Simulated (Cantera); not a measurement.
Feed: 1 mol SiCl₄, 1.1 mol Cl₂, 2.9 mol H₂, held at 573.15 K and 1 atm.

Cantera equilibrium calculation (NASA polynomials, part measured and part estimated; ideal gas, pure solids and liquids). Candidate condensed phases: Si; 19 gas species. Kinetics and transport are ignored.

Base state: HCl 0.440, H₂ 0.360, SiCl₄ 0.200 (mole fractions); condensed: gas only.

Task: What changes in the equilibrium state with this change: Cl₂ from 1.1 to 0.65 mol?

Result: 
| species | before | after |
|---|---|---|
| H₂ | 0.360 | 0.494 |
| HCl | 0.440 | 0.286 |
| SiCl₄ | 0.200 | 0.220 |
